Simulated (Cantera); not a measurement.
An adiabatic, constant-volume homogeneous reactor starts with C2H4 : O2 : N2 : CO2 = 1 : 5.08 : 20.3 : 4.5 (molar parts), equivalence ratio 0.59, at 1725 K and 28.6 atm. Integrator tolerance rtol = 1e-08.

Model: GRI-Mech 3.0 (53 species, 325 reactions), integrated in Cantera. GRI-Mech 3.0 was tuned for natural gas; its chemistry of ethylene as a main component is partial and can be far from experiment. The pressure lies above the range GRI-Mech 3.0 was tuned for (to about 10 atm).

Q: What does this change do: C2H4 1 to 0.51 parts?

A: 
```
quantity                                                              before                                    after
---------------------------------  -----------------------------------------  ---------------------------------------
time of steepest temperature rise                                    1.24 µs                                  1.69 µs
temperature at 0.600 s                                                2765 K                                   2349 K
equilibrium temperature                                               2765 K                                   2349 K
x(C2H4) at 0.600 s                     <1e-12 (gas-phase equilibrium <1e-12)    <1e-12 (gas-phase equilibrium <1e-12)
x(O2) at 0.600 s                       0.0631 (gas-phase equilibrium 0.0631)      0.111 (gas-phase equilibrium 0.111)
x(CO2) at 0.600 s                        0.193 (gas-phase equilibrium 0.193)      0.180 (gas-phase equilibrium 0.180)
x(OH) at 0.600 s                     0.00671 (gas-phase equilibrium 0.00671)  0.00170 (gas-phase equilibrium 0.00170)
x(H2) at 0.600 s                   0.000666 (gas-phase equilibrium 0.000666)  4.27e-5 (gas-phase equilibrium 4.27e-5)
```

Q: What does this change do: pressure from 28.6 atm to 1.09 atm?

A: 
| quantity | before | after |
|---|---|---|
| time of steepest temperature rise | 1.24 µs | 18.4 µs |
| temperature at 0.600 s | 2765 K | 2598 K |
| equilibrium temperature | 2765 K | 2598 K |
| x(C2H4) at 0.600 s | <1e-12 (gas-phase equilibrium <1e-12) | <1e-12 (gas-phase equilibrium <1e-12) |
| x(O2) at 0.600 s | 0.0631 (gas-phase equilibrium 0.0631) | 0.0705 (gas-phase equilibrium 0.0705) |
| x(CO2) at 0.600 s | 0.193 (gas-phase equilibrium 0.193) | 0.175 (gas-phase equilibrium 0.175) |
| x(OH) at 0.600 s | 0.00671 (gas-phase equilibrium 0.00671) | 0.00974 (gas-phase equilibrium 0.00974) |
| x(H2) at 0.600 s | 0.000666 (gas-phase equilibrium 0.000666) | 0.00154 (gas-phase equilibrium 0.00154) |
